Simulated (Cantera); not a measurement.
## Equilibrium for carbothermic reduction: PbO + C + N2 + CH4

A closed system holds: 1 mol PbO, 3.5 mol C, 4 mol N2, 1.9 mol CH4, at 2548 K.

Cantera equilibrium calculation (NASA polynomials, part measured and part estimated; ideal gas, pure solids and liquids). Candidate condensed phases: C, C6H6, C7H8, C8H18, H2O, Pb, PbO, PbO2, Pb3O4; 139 gas species. The numbers say what is thermodynamically allowed, not how fast it happens.

```
P (Pa)       x H   x N2    x H2    x CO    x Pb    x HCN      x C3  n C(graphite)
-------  -------  -----  ------  ------  ------  -------  --------  -------------
10         0.504  0.290  0.0265  0.0744  0.0744  0.00698    0.0103           3.67
42         0.428  0.309  0.0803  0.0796  0.0796   0.0126   0.00246           4.02
180        0.298  0.335   0.167  0.0866  0.0866   0.0188  0.000574           4.05
750        0.178  0.358   0.247  0.0929  0.0929   0.0237  0.000138           4.02
3200      0.0951  0.373   0.303  0.0972  0.0972   0.0268   3.23e-5           4.00
13000     0.0495  0.382   0.333  0.0995  0.0995   0.0284   7.95e-6           3.99
56000     0.0244  0.387   0.350   0.101   0.101   0.0293   1.85e-6           3.98
240000    0.0119  0.389   0.358   0.101   0.101   0.0297   4.31e-7           3.97
1000000  0.00588  0.390   0.362   0.102   0.101   0.0299   1.03e-7           3.97
```
x: gas mole fraction; n: condensed amount in mol.

From 10.0 Pa to 1000000 Pa the condensed part is C(graphite). The main Pb-bearing gas is Pb throughout.
